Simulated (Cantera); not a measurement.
Cantera run, input and output.

```python
import numpy as np
import cantera as ct

gas = ct.Solution("gri30.yaml")
gas.TPX = 1575, 100000, {'CH4': 1, 'O2': 6.25, 'N2': 23.5}
reactor = ct.IdealGasReactor(gas, energy="on", clone=False)
net = ct.ReactorNet([reactor])
net.rtol, net.atol = 1e-08, 1e-16
show = ['CH4', 'O2', 'H2O', 'CH3', 'C2H']
times = np.geomspace(1e-06, 0.3, 16)

steps = ct.SolutionArray(gas, extra=["t"])
rows = []
print(f"{'t/s':>10s}{'T/K':>9s}{'P/Pa':>11s}" + "".join(f"{s:>11s}" for s in show))
for t in times:
    while net.time < t:
        t_next = net.step()
        steps.append(gas.state, t=t_next)
    rows.append([np.interp(t, steps.t, y) for y in (steps.T, steps.P, *steps(*show).X.T)])
    print(f"{t:10.3e}{rows[-1][0]:9.1f}{rows[-1][1]:11.4g}" + "".join(f"{x:11.3e}" for x in rows[-1][2:]))
rate = np.gradient(steps.T, steps.t)
print("integrator steps:", len(steps.t))
if steps.T.max() > steps.T[0] + 200:
    print(f"time of steepest temperature rise: {steps.t[rate.argmax()]:.4e} s")
gas.TPX = 1575, 100000, {'CH4': 1, 'O2': 6.25, 'N2': 23.5}
gas.equilibrate("UV")
print(f"equilibrium (UV): T = {gas.T:.1f} K  " + "  ".join(f"{s} {gas[s].X[0]:.3e}" for s in show))
```

Result:

```
       t/s      T/K       P/Pa        CH4         O2        H2O        CH3        C2H
 1.000e-06   1575.0      1e+05  3.252e-02  2.033e-01  5.776e-09  1.190e-07  1.029e-28
 2.318e-06   1575.0      1e+05  3.252e-02  2.033e-01  4.009e-08  3.234e-07  1.852e-26
 5.374e-06   1575.0      1e+05  3.252e-02  2.033e-01  1.845e-07  8.826e-07  1.924e-24
 1.246e-05   1575.0      1e+05  3.252e-02  2.033e-01  6.516e-07  2.311e-06  1.440e-22
 2.888e-05   1575.0      1e+05  3.251e-02  2.032e-01  2.386e-06  6.193e-06  1.115e-20
 6.694e-05   1575.0      1e+05  3.250e-02  2.032e-01  1.106e-05  1.890e-05  1.266e-18
 1.552e-04   1575.1      1e+05  3.239e-02  2.032e-01  7.947e-05  7.934e-05  4.018e-16
 3.597e-04   1587.9  1.009e+05  2.992e-02  2.014e-01  2.059e-03  6.519e-04  7.514e-12
 8.339e-04   2374.5  1.515e+05  2.284e-20  1.355e-01  6.059e-02  2.621e-19  5.894e-26
 1.933e-03   2385.5   1.52e+05  1.775e-20  1.355e-01  6.106e-02  1.860e-19  2.080e-26
 4.481e-03   2383.2  1.519e+05  1.723e-20  1.351e-01  6.110e-02  1.795e-19  1.954e-26
 1.039e-02   2378.5  1.516e+05  1.617e-20  1.341e-01  6.117e-02  1.667e-19  1.716e-26
 2.408e-02   2370.4   1.51e+05  1.446e-20  1.324e-01  6.129e-02  1.462e-19  1.363e-26
 5.583e-02   2360.9  1.504e+05  1.267e-20  1.304e-01  6.142e-02  1.252e-19  1.040e-26
 1.294e-01   2356.2  1.501e+05  1.185e-20  1.295e-01  6.149e-02  1.158e-19  9.073e-27
 3.000e-01   2355.7  1.501e+05  1.176e-20  1.294e-01  6.150e-02  1.148e-19  8.947e-27
integrator steps: 1685
time of steepest temperature rise: 4.4966e-04 s
equilibrium (UV): T = 2355.7 K  CH4 1.816e-20  O2 1.294e-01  H2O 6.150e-02  CH3 1.773e-19  C2H 9.790e-27
```

Cantera simulation using GRI-Mech 3.0 (53 species, 325 reactions); the numbers are that mechanism's predictions, not measurements.
